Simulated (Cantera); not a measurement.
# Metals in furnace atmospheres: Cu + H2O + H2

A closed system holds: 1 mol Cu, 0.41 mol H2O, 4.3 mol H2, at 1300 K and 0.195 Torr.

These are equilibrium values from Cantera (NASA tables, ideal gas, pure condensed phases), not measurements of a reactor. Candidate condensed phases: Cu, CuO, Cu(OH)2, Cu2O, H2O; 12 gas species. Kinetics and transport are ignored.

```json
{
  "x(H2)": "0.912",
  "x(H2O)": "0.0870",
  "x(Cu)": "0.000607",
  "x(H)": "6.55e-5",
  "n(Cu(s))": "0.997 mol",
  "gas_amount": "4.713 mol",
  "log10 activity of Cu(OH)2(s) (absent)": "-14.64"
}
```
